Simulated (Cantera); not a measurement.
Feed: 1 mol Fe(CO)5, 0.066 mol H2, held at 927 °C and 0.100 bar.

Cantera equilibrium calculation (NASA polynomials, part measured and part estimated; ideal gas, pure solids and liquids). Candidate condensed phases: C, C6H6, C7H8, C8H18, Fe, Fe(CO)5, FeO, Fe(OH)2, Fe(OH)3, Fe2O3, Fe3O4, H2O; 114 gas species. Condensed phases not in the tables: cementite and carbon dissolved in iron. Equilibrium is a limit: real reactors are often held back by kinetics, nucleation or transport.

Base state: CO 0.985, H2 0.0130, CO2 0.00183, H2O 3.33e-5 (mole fractions); condensed: C(graphite) + Fe(γ).

What changes in the equilibrium state with this change: temperature from 927 °C to 1275 °C?


| species | before | after |
|---|---|---|
| CO | 0.985 | 0.987 |
| H2 | 0.0130 | 0.0130 |
| CO2 | 0.00183 | 4.28e-5 |
| H2O | 3.33e-5 | 1.58e-6 |
| H | 7.12e-8 | 1.11e-5 |
| C(graphite), mol | 0.00944 | 0 |
| Fe(γ), mol | 1.00 | 1.000 |
